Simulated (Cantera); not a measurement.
# Thermodynamics of silicon epitaxy and polysilicon growth, feed Si2H6 + Cl2 + N2

Feed: 1 mol Si2H6, 0.54 mol Cl2, a varied amount of N2, equilibrated at 873 K and 0.133 bar.

Method: chemical equilibrium by Gibbs-energy minimisation in Cantera with the NASA 1993 tables (ideal gas, pure condensed phases). Candidate condensed phases: NH4Cl, Si, Si3N4; 28 gas species. The feed counts by its element totals alone. N2 is the only nitrogen source here; it is nearly inert below about 1500 K, so the nitride shown seldom forms there in practice. Rates play no part.

```json
[
 {"n(N2) (mol)": "15", "x N2": "0.794", "x H2": "0.143", "x HCl": "0.0618", "x SiCl4": "0.000231", "x NH3": "9.79e-6", "n Si3N4(s)": "0.665"},
 {"n(N2) (mol)": "21", "x N2": "0.848", "x H2": "0.106", "x HCl": "0.0460", "x SiCl4": "0.000124", "x NH3": "6.45e-6", "n Si3N4(s)": "0.666"},
 {"n(N2) (mol)": "31", "x N2": "0.893", "x H2": "0.0742", "x HCl": "0.0323", "x SiCl4": "5.92e-5", "x NH3": "3.86e-6", "n Si3N4(s)": "0.666"},
 {"n(N2) (mol)": "45", "x N2": "0.925", "x H2": "0.0522", "x HCl": "0.0228", "x SiCl4": "2.89e-5", "x NH3": "2.32e-6", "n Si3N4(s)": "0.666"},
 {"n(N2) (mol)": "65", "x N2": "0.947", "x H2": "0.0366", "x HCl": "0.0160", "x SiCl4": "1.41e-5", "x NH3": "1.38e-6", "n Si3N4(s)": "0.666"},
 {"n(N2) (mol)": "95", "x N2": "0.964", "x H2": "0.0253", "x HCl": "0.0111", "x SiCl4": "6.71e-6", "x NH3": "8.00e-7", "n Si3N4(s)": "0.666"},
 {"n(N2) (mol)": "140", "x N2": "0.975", "x H2": "0.0173", "x HCl": "0.00758", "x SiCl4": "3.12e-6", "x NH3": "4.55e-7", "n Si3N4(s)": "0.667"},
 {"n(N2) (mol)": "200", "x N2": "0.982", "x H2": "0.0122", "x HCl": "0.00533", "x SiCl4": "1.54e-6", "x NH3": "2.69e-7", "n Si3N4(s)": "0.667"}
]
```
x: gas mole fraction; n: condensed amount in mol.

From 15 mol N2 to 200 mol N2 the condensed part is Si3N4(s). The main Si-bearing gas is SiCl4 throughout.
